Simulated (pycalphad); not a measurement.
Computed with pycalphad from the COST 507 light-alloy database (1999), at 1 atm. These are 1990s assessments: newer ones move some temperatures and phases.

### Question
How does the equilibrium phase assembly of Sn-1.38Si (at.%) change on cooling from 1127 °C to 227 °C?

### Answer
| T (°C) | phases above | phases below |
|---|---|---|
| 888.7 | LIQUID | DIAMOND_A4 + LIQUID |
| 231.9 | DIAMOND_A4 + LIQUID | BCT_A5 + DIAMOND_A4 |
Changes were sought between steps of 20 K, so a narrower field can be missed.

DIAMOND_A4 is diamond (Si); BCT_A5 is bct (Sn).
